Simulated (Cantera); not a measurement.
What does this Cantera script print?

```python
import numpy as np
import cantera as ct

gas_names = """
    H HI HNO HNO2 HNO3 HO2 H2 H2O H2O2 I I2 N NH NH2 NH3 NH2OH NO NO2 NO3 N2 N2H2 N2H4 N2O O OH O2 O3
""".split()
cond_names = """
    H2O(s) H2O(L) I2(cr) I2(L)
""".split()


# ... load() reads the species with a 1 bar reference pressure and builds the phases ...
atoms = {
    'HI': {'H': 1, 'I': 1},
    'H2O': {'H': 2, 'O': 1},
    'N2': {'N': 2},
}
top_T = {}  # K; cautious upper limits of use, not melting points


# ... equilibrate(T, P, feed) seeds the gas with the atoms and calls Mixture.equilibrate('TP', solver="vcs", rtol=1e-11, max_steps=5000) ...
results = []
feed = {'HI': 1, 'H2O': 0.24, 'N2': 12}  # mol
T = 1875  # K
P = 70000  # Pa
mix = equilibrate(T, P, feed)
results.append((T, P, feed, dict(zip(mix.species_names, mix.species_moles))))
print(gas.report(threshold=0.001))
for i in range(1, mix.n_phases):
    print(f"{mix.phase(i).name:16s} {mix.phase_moles(i):12.5e} mol")
```

It prints:

```
       temperature   1875 K
          pressure   70000 Pa
           density   0.15372 kg/m^3
  mean mol. weight   34.234 kg/kmol
   phase of matter   gas

                          1 kg             1 kmol
                     ---------------   ---------------
          enthalpy        1.5623e+06        5.3482e+07  J
   internal energy        1.1069e+06        3.7893e+07  J
           entropy            7398.8        2.5329e+05  J/K
    Gibbs function       -1.2311e+07       -4.2144e+08  J
 heat capacity c_p            1023.1             35024  J/K
 heat capacity c_v             780.2             26709  J/K

                      mass frac. Y      mole frac. X     chem. pot. / RT
                     ---------------   ---------------   ---------------
                HI          0.030762         0.0082329           -32.021
                H2         0.0019056           0.03236           -23.064
               H2O         0.0092269          0.017534           -47.103
                 I           0.23924          0.064536           -20.489
                N2           0.71769           0.87703           -27.213
     [  +22 minor]         0.0011813        0.00030611

I2(L)             0.00000e+00 mol
```

Cantera equilibrium calculation (NASA polynomials, part measured and part estimated; ideal gas, pure solids and liquids).
